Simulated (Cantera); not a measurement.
What does this Cantera script print?

```python
import numpy as np
import cantera as ct

gas = ct.Solution("gri30.yaml")
gas.TPX = 1100, 500000, {'H2': 1, 'O2': 0.55, 'N2': 4, 'NO': 0.013}
reactor = ct.IdealGasReactor(gas, energy="on", clone=False)
net = ct.ReactorNet([reactor])
net.rtol, net.atol = 1e-08, 1e-16
show = ['H2', 'O2', 'NO', 'HO2', 'H2O', 'H', 'NO2']
times = np.geomspace(1e-05, 8, 14)

steps = ct.SolutionArray(gas, extra=["t"])
rows = []
print(f"{'t/s':>10s}{'T/K':>9s}{'P/Pa':>11s}" + "".join(f"{s:>11s}" for s in show))
for t in times:
    while net.time < t:
        t_next = net.step()
        steps.append(gas.state, t=t_next)
    rows.append([np.interp(t, steps.t, y) for y in (steps.T, steps.P, *steps(*show).X.T)])
    print(f"{t:10.3e}{rows[-1][0]:9.1f}{rows[-1][1]:11.4g}" + "".join(f"{x:11.3e}" for x in rows[-1][2:]))
rate = np.gradient(steps.T, steps.t)
print("integrator steps:", len(steps.t))
if steps.T.max() > steps.T[0] + 200:
    print(f"time of steepest temperature rise: {steps.t[rate.argmax()]:.4e} s")
gas.TPX = 1100, 500000, {'H2': 1, 'O2': 0.55, 'N2': 4, 'NO': 0.013}
gas.equilibrate("UV")
print(f"equilibrium (UV): T = {gas.T:.1f} K  " + "  ".join(f"{s} {gas[s].X[0]:.3e}" for s in show))
```

Result:

```
       t/s      T/K       P/Pa         H2         O2         NO        HO2        H2O          H        NO2
 1.000e-05   1100.0      5e+05  1.798e-01  9.887e-02  2.337e-03  6.438e-08  1.459e-07  2.921e-08  6.153e-08
 2.845e-05   1100.4  5.002e+05  1.797e-01  9.883e-02  2.320e-03  1.458e-05  4.325e-05  6.781e-06  1.600e-05
 8.094e-05   2603.5  1.083e+06  5.538e-03  1.060e-02  2.624e-03  4.970e-06  1.868e-01  9.160e-04  1.562e-06
 2.303e-04   2604.5  1.083e+06  5.424e-03  1.040e-02  2.983e-03  4.831e-06  1.870e-01  8.814e-04  1.746e-06
 6.551e-04   2602.5  1.083e+06  5.471e-03  1.005e-02  3.802e-03  4.684e-06  1.870e-01  8.783e-04  2.191e-06
 1.864e-03   2599.4  1.081e+06  5.546e-03  9.519e-03  5.035e-03  4.463e-06  1.870e-01  8.737e-04  2.831e-06
 5.303e-03   2597.8  1.081e+06  5.587e-03  9.251e-03  5.664e-03  4.351e-06  1.870e-01  8.715e-04  3.143e-06
 1.509e-02   2597.7  1.081e+06  5.589e-03  9.238e-03  5.695e-03  4.346e-06  1.870e-01  8.714e-04  3.158e-06
 4.292e-02   2597.7  1.081e+06  5.589e-03  9.238e-03  5.695e-03  4.346e-06  1.870e-01  8.714e-04  3.158e-06
 1.221e-01   2597.7  1.081e+06  5.589e-03  9.238e-03  5.695e-03  4.346e-06  1.870e-01  8.714e-04  3.158e-06
 3.474e-01   2597.7  1.081e+06  5.589e-03  9.238e-03  5.695e-03  4.346e-06  1.870e-01  8.714e-04  3.158e-06
 9.884e-01   2597.7  1.081e+06  5.589e-03  9.238e-03  5.695e-03  4.346e-06  1.870e-01  8.714e-04  3.158e-06
 2.812e+00   2597.7  1.081e+06  5.589e-03  9.238e-03  5.695e-03  4.346e-06  1.870e-01  8.714e-04  3.158e-06
 8.000e+00   2597.7  1.081e+06  5.589e-03  9.238e-03  5.695e-03  4.346e-06  1.870e-01  8.714e-04  3.158e-06
integrator steps: 1410
time of steepest temperature rise: 4.9605e-05 s
equilibrium (UV): T = 2597.7 K  H2 5.589e-03  O2 9.238e-03  NO 5.695e-03  HO2 4.346e-06  H2O 1.870e-01  H 8.714e-04  NO2 3.158e-06
```

Computed with Cantera and GRI-Mech 3.0 (53 species, 325 reactions). The hydrogen kinetics of GRI-Mech 3.0 are dated; newer H2 mechanisms differ, most at raised pressure. The mechanism lacks 2 NO + O2 → 2 NO2 and HONO, so NO2 and the effect of NO are under-described below about 1400 K.
